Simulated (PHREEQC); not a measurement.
A solution holds 4.5 mmol/kgw NaH2PO4, 0.44 mmol/kgw NaF and 4.3 mmol/kgw KCl, at 25 °C. Closed to the air; pH follows from the charge balance.

All values are PHREEQC results (ion-association model, wateq4f.dat), not measurements.

```tsv
quantity	before	after
pH	4.89	7.09
ionic strength (mol/kgw)	0.00928	0.00924
HF (mol/kgw)	7.51e-6	4.81e-8
NaF (mol/kgw)	1.00e-6	1.02e-6
HF2- (mol/kgw)	1.25e-8	8.12e-11
SI of Halite (NaCl)	-6.34	-6.34
```

Question: What was changed between the two runs?
(A) 0.0085 mol/kgw Na2SO4 added
(B) NaH2PO4 replaced by NaI at the same molality
(C) temperature from 25 to 30 °C
(D) 7.5e-05 mol/kgw Cu(NO3)2 added
(E) temperature from 25 to 10 °C

Answer: B, NaH2PO4 replaced by NaI at the same molality

Precipitation was switched off in this run. H3PO4, which wateq4f.dat lacks, is added to it with the constant of phreeqc.dat.
